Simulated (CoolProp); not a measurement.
Saturation properties of trans-2-butene (Tc = 155.5 °C, pc = 4019 kPa, ω = 0.210).

The numbers come from the reference Helmholtz-energy equation of state, Lemmon 2005 in CoolProp. It is a short technical equation, of lower accuracy than the large ones.

| T (°C) | p (kPa) | liquid density (kg/m³) | vapour density (kg/m³) | enthalpy of vaporisation (kJ/kg) | surface tension (mN/m) |
|---|---|---|---|---|---|
| -6.95 | 74.39 | 635.1 | 1.953 | 412.4 | 17.1 |
| -2.65 | 88.37 | 630.4 | 2.293 | 408.5 | (withheld) |
| 1.55 | 103.9 | (withheld) | 2.668 | 404.6 | 16.0 |
| 5.75 | 121.6 | (withheld) | 3.090 | 400.6 | 15.5 |
| 10.05 | 142.0 | 616.1 | 3.573 | 396.5 | 14.9 |
| 14.25 | 164.4 | 611.2 | 4.099 | 392.4 | 14.4 |
| 18.45 | 189.4 | (withheld) | 4.684 | 388.2 | 13.9 |
| 22.65 | 217.2 | 601.4 | 5.331 | 383.9 | 13.4 |
| 26.95 | 248.8 | 596.2 | 6.064 | 379.4 | 12.9 |
| 31.15 | 283.0 | 591.1 | 6.854 | 374.8 | 12.3 |
| 35.35 | 320.7 | 585.9 | 7.721 | 370.2 | 11.8 |
| 39.55 | (withheld) | 580.7 | (withheld) | 365.5 | 11.3 |

**Question.** Some entries are withheld; supply them.

**Answer.** 
- -2.65, surface tension (mN/m): 16.5
- 1.55, liquid density (kg/m³): 625.7
- 5.75, liquid density (kg/m³): 621.0
- 18.45, liquid density (kg/m³): 606.3
- 39.55, p (kPa): 362.0
- 39.55, vapour density (kg/m³): 8.673

It boils at 0.9 °C under 1 atm.

Surface tension comes from a separate correlation (Mulero 2014).
